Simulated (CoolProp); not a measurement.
Computed with CoolProp (reference Helmholtz-energy equation of state, Lemmon 2009).

Question: Give the vapour pressure (kPa), enthalpy of vaporisation (kJ/kg), vapour Z, surface tension (mN/m) of saturated propane at -21.05, -13.65 °C.

Answer: 
```tsv
T (°C)	p (kPa)	enthalpy of vaporisation (kJ/kg)	vapour Z	surface tension (mN/m)
-21.05	235	402	0.932	12.9
-13.65	305	393	0.919	11.9
```

Surface tension comes from a separate correlation (Mulero 2012).
